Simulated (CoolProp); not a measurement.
Aqueous methanol as a coolant, at 5 °C, 1 atm.

Model: Melinder's fits for secondary coolants, in CoolProp.

```csv
mass %,freezing point (°C),conductivity (W/(m K)),density (kg/m³),cp (kJ/(kg K)),viscosity (mPa s)
1.9,-1.1,0.560,996.5,4.243,1.62
9,-5.8,(withheld),985.4,4.239,2.04
16.1,-11.5,0.486,976.2,4.148,2.46
23.2,-18.2,0.452,967.3,(withheld),2.79
30.3,(withheld),(withheld),957.8,3.901,2.99
37.4,-35.1,0.389,947.2,(withheld),3.04
44.5,-45.4,(withheld),935.4,3.621,2.94
51.6,-57.3,0.335,922.4,3.455,2.75
58.7,-70.5,0.312,908.1,(withheld),2.50
```

Complete the blanks.


- 9, conductivity (W/(m K)): 0.522
- 23.2, cp (kJ/(kg K)): 4.028
- 30.3, freezing point (°C): -26.0
- 30.3, conductivity (W/(m K)): 0.420
- 37.4, cp (kJ/(kg K)): 3.769
- 44.5, conductivity (W/(m K)): 0.361
- 58.7, cp (kJ/(kg K)): 3.284
